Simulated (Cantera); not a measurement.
Cantera run:

```python
import numpy as np
import cantera as ct

gas_names = """
    H HO2 H2 H2O H2O2 Nb NbO NbO2 O OH O2 O3
""".split()
cond_names = """
    H2O(s) H2O(L) Nb(cr) Nb(L) NbO(s) NbO(L) NbO2(I) NbO2(II) NbO2(III) NbO2(L) Nb2O5(s) Nb2O5(L)
""".split()


# ... load() reads the species with a 1 bar reference pressure and builds the phases ...
atoms = {
    'Nb': {'Nb': 1},
    'H2O': {'H': 2, 'O': 1},
    'H2': {'H': 2},
}
top_T = {}  # K; cautious upper limits of use, not melting points


# ... equilibrate(T, P, feed) seeds the gas with the atoms and calls Mixture.equilibrate('TP', solver="vcs", rtol=1e-11, max_steps=5000) ...
results = []
feed = {'Nb': 1, 'H2O': 29, 'H2': 7.1}  # mol
P = 11  # Pa
for T in [1623, 1673, 1723, 1773, 1823, 1873, 1923, 1973, 2023, 2073, 2123, 2173, 2223]:
    mix = equilibrate(T, P, feed)
    results.append((T, P, feed, dict(zip(mix.species_names, mix.species_moles))))
    x = sorted(zip(gas.X, gas.species_names), reverse=True)
    print(f"T = {T:g} K  P = {P:g} Pa  gas = {mix.phase_moles(0):.4g} mol")
    print("   x: " + "  ".join(f"{s} {v:.3e}" for v, s in x if v > 0.0001))
    print("   condensed (mol): " + ("  ".join(f"{mix.phase(i).name} {mix.phase_moles(i):.4g}"
          for i in range(1, mix.n_phases) if mix.phase_moles(i) > 1e-12) or "none"))
```

Result:

```
T = 1623 K  P = 11 Pa  gas = 36.17 mol
   x: H2O 7.323e-01  H2 2.639e-01  H 3.386e-03  OH 3.933e-04
   condensed (mol): Nb2O5(s) 0.4999
T = 1673 K  P = 11 Pa  gas = 36.22 mol
   x: H2O 7.309e-01  H2 2.627e-01  H 5.565e-03  OH 7.450e-04
   condensed (mol): Nb2O5(s) 0.4997
T = 1723 K  P = 11 Pa  gas = 36.29 mol
   x: H2O 7.288e-01  H2 2.609e-01  H 8.881e-03  OH 1.360e-03
   condensed (mol): Nb2O5(s) 0.4991
T = 1773 K  P = 11 Pa  gas = 36.41 mol
   x: H2O 7.252e-01  H2 2.583e-01  H 1.378e-02  OH 2.399e-03  NbO2 1.588e-04  O2 1.248e-04  O 1.000e-04
   condensed (mol): Nb2O5(s) 0.4971
T = 1823 K  P = 11 Pa  gas = 36.59 mol
   x: H2O 7.194e-01  H2 2.546e-01  H 2.085e-02  OH 4.098e-03  NbO2 4.411e-04  O2 3.214e-04  O 2.579e-04
   condensed (mol): Nb2O5(L) 0.4919
T = 1873 K  P = 11 Pa  gas = 36.89 mol
   x: H2O 7.100e-01  H2 2.499e-01  H 3.076e-02  OH 6.785e-03  NbO2 1.129e-03  O2 7.871e-04  O 6.323e-04
   condensed (mol): Nb2O5(L) 0.4792
T = 1923 K  P = 11 Pa  gas = 37.36 mol
   x: H2O 6.947e-01  H2 2.440e-01  H 4.437e-02  OH 1.087e-02  NbO2 2.744e-03  O2 1.829e-03  O 1.476e-03
   condensed (mol): Nb2O5(L) 0.4487
T = 1973 K  P = 11 Pa  gas = 38.14 mol
   x: H2O 6.700e-01  H2 2.369e-01  H 6.262e-02  OH 1.681e-02  NbO2 6.377e-03  O2 4.002e-03  O 3.271e-03
   condensed (mol): Nb2O5(L) 0.3784
T = 2023 K  P = 11 Pa  gas = 39.45 mol
   x: H2O 6.308e-01  H2 2.285e-01  H 8.655e-02  OH 2.489e-02  NbO2 1.428e-02  O2 8.135e-03  O 6.851e-03
   condensed (mol): Nb2O5(L) 0.2183
T = 2073 K  P = 11 Pa  gas = 41.43 mol
   x: H2O 5.740e-01  H2 2.210e-01  H 1.179e-01  OH 3.482e-02  NbO2 2.413e-02  O2 1.480e-02  O 1.333e-02
   condensed (mol): none
T = 2123 K  P = 11 Pa  gas = 43.61 mol
   x: H2O 5.044e-01  H2 2.203e-01  H 1.606e-01  OH 4.545e-02  O 2.349e-02  NbO2 2.292e-02  O2 2.287e-02
   condensed (mol): none
T = 2173 K  P = 11 Pa  gas = 46.68 mol
   x: H2O 4.211e-01  H2 2.172e-01  H 2.144e-01  OH 5.566e-02  O 3.852e-02  O2 3.158e-02  NbO2 2.141e-02
   condensed (mol): none
T = 2223 K  P = 11 Pa  gas = 50.81 mol
   x: H2O 3.302e-01  H 2.792e-01  H2 2.089e-01  OH 6.372e-02  O 5.905e-02  O2 3.927e-02  NbO2 1.967e-02
   condensed (mol): none
```

Equilibrium computed with Cantera from the NASA thermochemical tables; the gas is ideal and each condensed phase is pure. Condensed phases not in the tables: the oxides between NbO2 and Nb2O5.
